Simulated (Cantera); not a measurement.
A closed system holds: 1 mol V, 15 mol N2O, a varied amount of H2, equilibrated at 952 °C and 0.0330 bar.

These are equilibrium values from Cantera (NASA tables, ideal gas, pure condensed phases), not measurements of a reactor. Candidate condensed phases: H2O, V, VN, VO, V2O3, V2O4, V2O5; 28 gas species. Condensed phases not in the tables: the oxides between V2O3 and V2O5 other than VO2. Kinetics and transport are ignored.

x: gas mole fraction; n: condensed amount in mol.

```csv
n(H2) (mol),x H2,x N2,x H2O,x O2,n V2O4(s),n V2O3(s)
13,1.87e-5,0.536,0.464,8.33e-6,0.500,0
16,0.0806,0.484,0.435,<1e-12,0,0.500
21,0.208,0.417,0.375,<1e-12,0,0.500
27,0.321,0.357,0.321,<1e-12,0,0.500
35,…,…,…,<1e-12,0,0.500
45,0.525,0.250,0.225,<1e-12,0,0.500
58,0.610,0.205,0.185,<1e-12,0,0.500
75,…,…,…,<1e-12,0,0.500
96,0.743,0.135,0.122,<1e-12,0,0.500
```

### Question
Complete the blanks.

### Answer

- 35, x H2: 0.430
- 35, x N2: 0.300
- 35, x H2O: 0.270
- 75, x H2: 0.683
- 75, x N2: 0.167
- 75, x H2O: 0.150
